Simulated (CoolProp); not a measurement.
Properties of CH3F (R41) along the isotherm 353.3 K (Tc = 317.3 K, pc = 59.06 bar, ω = 0.200).

Model: reference Helmholtz-energy equation of state, Lemmon 2006, in CoolProp. It is a short technical equation, of lower accuracy than the large ones.

| p (bar) | phase | density (kg/m³) | cv (kJ/(kg K)) | Joule-Thomson coefficient (K/MPa) | isothermal compressibility (1/MPa) | expansivity (1/kK) |
|---|---|---|---|---|---|---|
| 6.33 | gas | 7.560 | 0.9759 | 11.03 | 1.629 | 3.127 |
| 12.7 | gas | 15.66 | 0.9964 | 10.91 | 0.8393 | 3.469 |
| 19 | gas | 24.23 | 1.018 | 10.77 | 0.5812 | 3.858 |
| 25.3 | gas | 33.44 | 1.040 | 10.62 | 0.4535 | 4.311 |
| 31.6 | gas | 43.38 | 1.063 | 10.46 | 0.3786 | 4.843 |
| 38 | gas | 54.35 | 1.088 | 10.26 | 0.3297 | 5.485 |
| 44.3 | gas | 66.18 | 1.114 | 10.05 | 0.2974 | 6.246 |
| 50.6 | gas | 79.23 | 1.142 | 9.801 | 0.2752 | 7.171 |
| 57 | gas | 94.00 | 1.171 | 9.510 | 0.2600 | 8.332 |
| 63.3 | supercritical | 110.4 | 1.201 | 9.175 | 0.2506 | 9.762 |
| 69.6 | supercritical | 129.0 | 1.232 | 8.778 | 0.2454 | 11.57 |
| 75.9 | supercritical | 150.5 | 1.264 | 8.307 | 0.2434 | 13.84 |
| 82.3 | supercritical | 175.8 | 1.295 | 7.739 | 0.2430 | 16.68 |
| 88.6 | supercritical | 204.8 | 1.323 | 7.081 | 0.2408 | 19.87 |
